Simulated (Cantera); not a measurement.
Mixture: CH₄ : O₂ : N₂ = 1 : 4.88 : 21.5 (molar parts), equivalence ratio 0.41, at 3.00 bar, adiabatic and at constant pressure. Ignition delay is the time to a rise of 400 K.

Cantera simulation using GRI-Mech 3.0 (53 species, 325 reactions); the numbers are that mechanism's predictions, not measurements.

**Question.** What does this change do: pressure from 3.00 bar to 5.00 bar?

**Answer.** 
| quantity | before | after |
|---|---|---|
| delay at 1075 K | 74.5 ms | 43.8 ms |
| delay at 1275 K | 4.72 ms | 2.97 ms |
| delay at 1475 K | 0.526 ms | 0.350 ms |
| delay at 1675 K | 0.101 ms | 66.6 µs |
| apparent activation energy between 1575 and 1775 K | 160 kJ/mol | 170 kJ/mol |

**Question.** What does this change do: pressure from 3.00 bar to 7.90 bar?

**Answer.** 
```tsv
quantity	before	after
delay at 1075 K	74.5 ms	27.5 ms
delay at 1275 K	4.72 ms	1.94 ms
delay at 1475 K	0.526 ms	0.241 ms
delay at 1675 K	0.101 ms	46.2 µs
apparent activation energy between 1575 and 1775 K	160 kJ/mol	170 kJ/mol
```
